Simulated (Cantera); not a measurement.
An isothermal, constant-pressure homogeneous reactor starts with NH3 : H2 = 1 : 1.7 (molar parts), at 1725 K and 15.0 Torr. Integrator tolerance rtol = 1e-08.

Model: the gas-phase N/H chemistry of the illustrative SiF4/NH3 mechanism in the Surface Chemkin manual (1991), integrated in Cantera. Walls and surfaces, which speed up NH3 decomposition in real reactors, are not modelled.

### Question
What does this change do: H2 1.7 to 4.9 parts?

### Answer
```
quantity                                             before                                     after
-----------------  ----------------------------------------  ----------------------------------------
x(NH3) at 3.00 s      0.325 (gas-phase equilibrium 2.01e-7)     0.155 (gas-phase equilibrium 1.63e-7)
x(H2) at 3.00 s         0.658 (gas-phase equilibrium 0.864)       0.839 (gas-phase equilibrium 0.926)
x(N2) at 3.00 s        0.0164 (gas-phase equilibrium 0.135)    0.00635 (gas-phase equilibrium 0.0724)
x(N2H4) at 3.00 s    4.11e-9 (gas-phase equilibrium <1e-12)    1.42e-9 (gas-phase equilibrium <1e-12)
x(H) at 3.00 s     0.000143 (gas-phase equilibrium 0.00123)  0.000225 (gas-phase equilibrium 0.00127)
x(N) at 3.00 s     1.23e-7 (gas-phase equilibrium 2.35e-11)  1.16e-7 (gas-phase equilibrium 1.72e-11)
x(N2H2) at 3.00 s    7.95e-7 (gas-phase equilibrium <1e-12)    2.73e-7 (gas-phase equilibrium <1e-12)
```

### Question
What does this change do: pressure from 15.0 Torr to 0.370 bar?

### Answer
```csv
quantity,before,after
x(NH3) at 3.00 s,0.325 (gas-phase equilibrium 2.01e-7),0.164 (gas-phase equilibrium 3.72e-6)
x(H2) at 3.00 s,0.658 (gas-phase equilibrium 0.864),0.760 (gas-phase equilibrium 0.865)
x(N2) at 3.00 s,0.0164 (gas-phase equilibrium 0.135),0.0752 (gas-phase equilibrium 0.135)
x(N2H4) at 3.00 s,4.11e-9 (gas-phase equilibrium <1e-12),1.37e-8 (gas-phase equilibrium <1e-12)
x(H) at 3.00 s,0.000143 (gas-phase equilibrium 0.00123),0.000138 (gas-phase equilibrium 0.000286)
x(N) at 3.00 s,1.23e-7 (gas-phase equilibrium 2.35e-11),3.90e-8 (gas-phase equilibrium 5.47e-12)
x(N2H2) at 3.00 s,7.95e-7 (gas-phase equilibrium <1e-12),1.25e-7 (gas-phase equilibrium <1e-12)
```

### Question
What does this change do: NH3 1 to 0.1 parts?

### Answer
```tsv
quantity	before	after
x(NH3) at 3.00 s	0.325 (gas-phase equilibrium 2.01e-7)	0.0523 (gas-phase equilibrium 1.06e-7)
x(H2) at 3.00 s	0.658 (gas-phase equilibrium 0.864)	0.946 (gas-phase equilibrium 0.972)
x(N2) at 3.00 s	0.0164 (gas-phase equilibrium 0.135)	0.00151 (gas-phase equilibrium 0.0263)
x(N2H4) at 3.00 s	4.11e-9 (gas-phase equilibrium <1e-12)	3.06e-10 (gas-phase equilibrium <1e-12)
x(H) at 3.00 s	0.000143 (gas-phase equilibrium 0.00123)	0.000348 (gas-phase equilibrium 0.00130)
x(N) at 3.00 s	1.23e-7 (gas-phase equilibrium 2.35e-11)	1.04e-7 (gas-phase equilibrium 1.04e-11)
x(N2H2) at 3.00 s	7.95e-7 (gas-phase equilibrium <1e-12)	6.39e-8 (gas-phase equilibrium <1e-12)
```
